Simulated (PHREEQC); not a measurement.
**Polishing slurry liquid: speciation**

Dissolve 0.0056 mol HNO3, 1.1e-06 mol H4SiO4 and 5.3e-05 mol KH2PO4 per kg of water at 33 °C. Closed to the air; pH follows from the charge balance.

All values are PHREEQC results (ion-association model, phreeqc.dat), not measurements.

```json
{
 "pH": "2.29",
 "ionic_strength": "0.00563 mol/kgw",
 "specific_conductance": "2650 µS/cm",
 "total_alkalinity": "-5.60 meq/kg"
}
```

```csv
species,molality,activity,log γ
NO3-,0.00560,0.00515,-0.036
H+,0.00558,0.00518,-0.032
K+,5.30e-5,4.88e-5,-0.036
H2PO4-,2.99e-5,2.76e-5,-0.034
H3PO4,2.31e-5,2.31e-5,0.001
H4SiO4,1.10e-6,1.10e-6,0.001
```

This is a speciation only: nothing precipitates in the calculation.
